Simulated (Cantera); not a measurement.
What does this Cantera script print?

```python
import numpy as np
import cantera as ct

gas_names = """
    CH4 CS2 H
""".split()
cond_names = """
    NiS2(s) NiS2(L) NiS(b) NiS(a) NiS(L)
""".split()


# ... load() reads the species with a 1 bar reference pressure and builds the phases ...
species = {s.name: s for s in load("nasa_gas.yaml", gas_names) + load("nasa_condensed.yaml", cond_names)}
# Each term lists the table entries of one substance; the one whose range holds T is used.
reactions = {
    'CH4(g) + 2 NiS2 = CS2(g) + 2 NiS + 4 H(g)':
        [(-1, ['CH4']), (-2, ['NiS2(s)', 'NiS2(L)']), (1, ['CS2']), (2, ['NiS(b)', 'NiS(a)', 'NiS(L)']), (4, ['H'])],
}


def pick(names, T):
    return next(species[n] for n in names if species[n].thermo.min_temp <= T <= species[n].thermo.max_temp)


results = []
for label, terms in reactions.items():
    print(label)
    print("     T/K   dH/kJ  dS/(J/K)   dG/kJ   log10 K")
    for T in [300, 1300, 1350, 1400, 1450, 1500, 1550, 1600]:
        used = [(nu, pick(names, T)) for nu, names in terms]
        dH = sum(nu * s.thermo.h(T) for nu, s in used) / 1e6
        dS = sum(nu * s.thermo.s(T) for nu, s in used) / 1e3
        dG = dH - T * dS / 1e3
        logK = -dG * 1e6 / (ct.gas_constant * T * np.log(10))
        results.append((label, T, dH, dS, dG, logK, [s.name for _, s in used]))
        print(f"{T:8g} {dH:8.1f} {dS:8.1f} {dG:8.1f} {logK:8.2f}")
```

Result:

```
CH4(g) + 2 NiS2 = CS2(g) + 2 NiS + 4 H(g)
     T/K   dH/kJ  dS/(J/K)   dG/kJ   log10 K
     300   1150.6    472.8   1008.8  -175.64
    1300   1125.2    492.1    485.5   -19.51
    1350   1126.7    493.3    460.8   -17.83
    1400   1128.2    494.3    436.1   -16.27
    1450   1129.6    495.3    411.4   -14.82
    1500   1130.9    496.2    386.6   -13.46
    1550   1132.2    497.1    361.8   -12.19
    1600   1133.5    497.8    336.9   -11.00
```

Source: NASA polynomial tables (part measured, part estimated), evaluated in Cantera. Condensed species are held in their standard states even where they would react or evaporate.
